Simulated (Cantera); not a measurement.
A Cantera script and what it prints.

```python
import numpy as np
import cantera as ct

gas_names = """
    CL CLO CL2 H HCL HOCL HO2 H2 H2O H2O2 O OH O2 O3 Ti TiCL TiCL2 TiCL3 TiCL4 TiO TiOCL TiOCL2 TiO2
""".split()
cond_names = """
    H2O(s) H2O(L) Ti(a) Ti(b) Ti(L) TiCL2(s) TiCL3(s) TiCL4(L) TiO(a) TiO(b) TiO(L) TiO2(ru) TiO2(L)
    Ti2O3(a) Ti2O3(b) Ti2O3(L) Ti3O5(a) Ti3O5(b) Ti3O5(L) Ti4O7(s) Ti4O7(L)
""".split()


# ... load() reads the species with a 1 bar reference pressure and builds the phases ...
atoms = {
    'TiO2': {'Ti': 1, 'O': 2},
    'HCl': {'H': 1, 'CL': 1},
    'H2': {'H': 2},
}
top_T = {'TiCL2(s)': 1300, 'TiCL3(s)': 1000}  # K; cautious upper limits of use, not melting points


# ... equilibrate(T, P, feed) seeds the gas with the atoms and calls Mixture.equilibrate('TP', solver="vcs", rtol=1e-11, max_steps=5000) ...
results = []
feed = {'TiO2': 1, 'HCl': 6.9, 'H2': 33}  # mol
P = 133.322  # Pa
for T in [1098, 1148, 1198, 1248, 1298, 1348, 1398, 1448, 1498, 1548, 1598]:
    mix = equilibrate(T, P, feed)
    results.append((T, P, feed, dict(zip(mix.species_names, mix.species_moles))))
    x = sorted(zip(gas.X, gas.species_names), reverse=True)
    print(f"T = {T:g} K  P = {P:g} Pa  gas = {mix.phase_moles(0):.4g} mol")
    print("   x: " + "  ".join(f"{s} {v:.3e}" for v, s in x if v > 0.0001))
    print("   condensed (mol): " + ("  ".join(f"{mix.phase(i).name} {mix.phase_moles(i):.4g}"
          for i in range(1, mix.n_phases) if mix.phase_moles(i) > 1e-12) or "none"))
```

Output:

```
T = 1098 K  P = 133.322 Pa  gas = 39.9 mol
   x: H2 8.268e-01  HCL 1.729e-01  H2O 2.539e-04
   condensed (mol): TiO2(ru) 0.9608  Ti4O7(s) 0.00976
T = 1148 K  P = 133.322 Pa  gas = 39.9 mol
   x: H2 8.266e-01  HCL 1.729e-01  H2O 4.791e-04
   condensed (mol): TiO2(ru) 0.9242  Ti4O7(s) 0.01892
T = 1198 K  P = 133.322 Pa  gas = 39.9 mol
   x: H2 8.262e-01  HCL 1.729e-01  H2O 8.587e-04
   condensed (mol): TiO2(ru) 0.8634  Ti4O7(s) 0.03414
T = 1248 K  P = 133.322 Pa  gas = 39.9 mol
   x: H2 8.256e-01  HCL 1.729e-01  H2O 1.471e-03
   condensed (mol): TiO2(ru) 0.7655  Ti4O7(s) 0.05862
T = 1298 K  P = 133.322 Pa  gas = 39.9 mol
   x: H2 8.246e-01  HCL 1.729e-01  H2O 2.422e-03
   condensed (mol): TiO2(ru) 0.6137  Ti4O7(s) 0.09657
T = 1348 K  P = 133.322 Pa  gas = 39.9 mol
   x: H2 8.232e-01  HCL 1.729e-01  H2O 3.846e-03
   condensed (mol): TiO2(ru) 0.3862  Ti4O7(s) 0.1534
T = 1398 K  P = 133.322 Pa  gas = 39.9 mol
   x: H2 8.210e-01  HCL 1.729e-01  H2O 5.916e-03  H 1.174e-04
   condensed (mol): TiO2(ru) 0.05586  Ti4O7(s) 0.236
T = 1448 K  P = 133.322 Pa  gas = 39.91 mol
   x: H2 8.206e-01  HCL 1.729e-01  H2O 6.266e-03  H 2.287e-04
   condensed (mol): Ti4O7(s) 0.25
T = 1498 K  P = 133.322 Pa  gas = 39.91 mol
   x: H2 8.204e-01  HCL 1.728e-01  H2O 6.265e-03  H 4.263e-04
   condensed (mol): Ti4O7(s) 0.25
T = 1548 K  P = 133.322 Pa  gas = 39.92 mol
   x: H2 8.201e-01  HCL 1.727e-01  H2O 6.265e-03  H 7.637e-04  CL 1.284e-04
   condensed (mol): Ti4O7(s) 0.25
T = 1598 K  P = 133.322 Pa  gas = 39.93 mol
   x: H2 8.181e-01  HCL 1.726e-01  H2O 7.801e-03  H 1.319e-03  CL 2.201e-04
   condensed (mol): Ti3O5(b) 0.2457  Ti4O7(s) 0.06573
```

Method: chemical equilibrium by Gibbs-energy minimisation in Cantera with the NASA 1993 tables (ideal gas, pure condensed phases). Mutual solubility and eutectic melting of coexisting phases are not modelled. Condensed phases not in the tables: Magnéli phases beyond Ti4O7, TiOCl.
